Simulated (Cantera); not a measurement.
Charge: 1 mol CH4, 4.1 mol CO2, 12 mol N2, 0.058 mol H2O, held at 1650 °C and 0.150 bar.

Method: chemical equilibrium by Gibbs-energy minimisation in Cantera with the NASA 1993 tables (ideal gas, pure condensed phases). Candidate condensed phases: C, C6H6, C7H8, C8H18, H2O; 136 gas species. Rates play no part.

Base state: N2 0.626, CO 0.175, CO2 0.0908, H2O 0.0739, H2 0.0332, H 0.000444, OH 8.50e-5, NO 1.08e-5 (mole fractions); condensed: gas only.

What changes in the equilibrium state with this change: CO2 from 4.1 to 1.3 mol?


| species | before | after |
|---|---|---|
| N2 | 0.626 | 0.733 |
| CO | 0.175 | 0.136 |
| H2 | 0.0332 | 0.108 |
| CO2 | 0.0908 | 0.00493 |
| H2O | 0.0739 | 0.0169 |
| NO | 1.08e-5 | 8.23e-7 |
| OH | 8.50e-5 | 1.08e-5 |
| H | 0.000444 | 0.000802 |

What changes in the equilibrium state with this change: temperature from 1650 °C to 1052 °C?


| species | before | after |
|---|---|---|
| N2 | 0.626 | 0.626 |
| CO | 0.175 | 0.161 |
| CO2 | 0.0908 | 0.106 |
| H2 | 0.0332 | 0.0482 |
| H2O | 0.0739 | 0.0592 |
| NO | 1.08e-5 | <1e-9 |
| OH | 8.50e-5 | 1.66e-8 |
| H | 0.000444 | 9.27e-7 |

What changes in the equilibrium state with this change: CH4 replaced by C?


```
species    before     after
-------  --------  --------
N2          0.626     0.699
CO2        0.0908     0.181
CO          0.175     0.116
H2O        0.0739   0.00291
H2         0.0332  0.000434
H        0.000444   5.07e-5
NO        1.08e-5   3.45e-5
OH        8.50e-5   2.93e-5
```
